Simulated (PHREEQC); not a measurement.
Make-up at 25 °C: 0.026 mol HF, 0.043 mol H2SiF6, 0.00014 mol HBF4 and 0.11 mol H2SO4 per kg of water. It is in equilibrium with CO2 at log p = -3.4 (atm). Otherwise closed; pH follows from the charge balance.

Computed with PHREEQC (ion-association model, phreeqc.dat).

No solid was allowed to form.

### Question
Order these F species by the share of F that they hold, largest first: BF4-, HF, SiF6-2.

### Answer
SiF6-2 (91 %), HF (9.1 %), BF4- (0.19 %)

The pH is 0.78 and the ionic strength 0.272 mol/kgw. SiF6-2 is the database's only silicon fluoride. Real BF4- forms and hydrolyses slowly; the run takes it at equilibrium.
